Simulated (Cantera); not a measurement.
A perfectly stirred reactor is fed with H₂ : O₂ : N₂ = 1.3 : 1 : 6.4 (molar parts), at 100.0 Torr; it is held at 873 K, and followed from long to short residence time.

Detailed kinetics in Cantera: the H2/O2 subset of GRI-Mech 3.0, which has no nitrogen chemistry. Radical loss at walls, strong at low pressure, is not modelled. Below about 950 K walls govern HO2 and H2O2 in real vessels. The temperature is held fixed by assumption; the heat of reaction is taken as removed at once.

Task: Predict: x(H₂) at τ = 4.60 s; x(O₂) at τ = 4.60 s; x(O) at τ = 4.60 s; x(HO₂) at τ = 4.60 s; x(OH) at τ = 4.60 s; x(H₂) at τ = 68.0 ms; x(O₂) at τ = 68.0 ms; x(O) at τ = 68.0 ms; x(HO₂) at τ = 68.0 ms; x(OH) at τ = 68.0 ms.

Result: 
```json
{
 "x(H₂) at τ = 4.60 s": "0.00398",
 "x(O₂) at τ = 4.60 s": "0.0454",
 "x(O) at τ = 4.60 s": "7.03e-6",
 "x(HO₂) at τ = 4.60 s": "1.05e-5",
 "x(OH) at τ = 4.60 s": "5.66e-6",
 "x(H₂) at τ = 68.0 ms": "0.0175",
 "x(O₂) at τ = 68.0 ms": "0.0518",
 "x(O) at τ = 68.0 ms": "0.000118",
 "x(HO₂) at τ = 68.0 ms": "1.44e-5",
 "x(OH) at τ = 68.0 ms": "7.89e-5"
}
```
